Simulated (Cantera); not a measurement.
Charge: 1 mol SiO2, 3.2 mol N2, equilibrated at 90.0 Torr.

These are equilibrium values from Cantera (NASA tables, ideal gas, pure condensed phases), not measurements of a reactor. Candidate condensed phases: Si, SiO2, Si2N2O, Si3N4; 16 gas species. The tables hold silica as quartz up to 1696 K and as liquid above; real silica turns to tridymite and cristobalite and melts near 1996 K. Equilibrium is a limit: real reactors are often held back by kinetics, nucleation or transport.

Problem. Which condensed phases are stable at each of these points (T (K)): 1623, 1673, 1723, 1773, 1823, 1873, 1923, 1973, 2023, 2073, 2123, 2173?

Solution. 
| T (K) | condensed phases | Si condensed (%) |
|---|---|---|
| 1623 | SiO2(β-quartz) | 100.0 |
| 1673 | SiO2(β-quartz) | 100.0 |
| 1723 | SiO2(condensed) | 100.0 |
| 1773 | SiO2(condensed) | 100.0 |
| 1823 | SiO2(condensed) | 100.0 |
| 1873 | SiO2(condensed) | 100.0 |
| 1923 | SiO2(condensed) | 100.0 |
| 1973 | SiO2(condensed) | 100.0 |
| 2023 | SiO2(l) | 99.9 |
| 2073 | SiO2(l) | 99.9 |
| 2123 | SiO2(l) | 99.8 |
| 2173 | SiO2(l) | 99.6 |

From 1623 K to 1673 K the condensed part is SiO2(β-quartz). From 1723 K to 1973 K the condensed part is SiO2(condensed). From 2023 K to 2173 K the condensed part is SiO2(l).
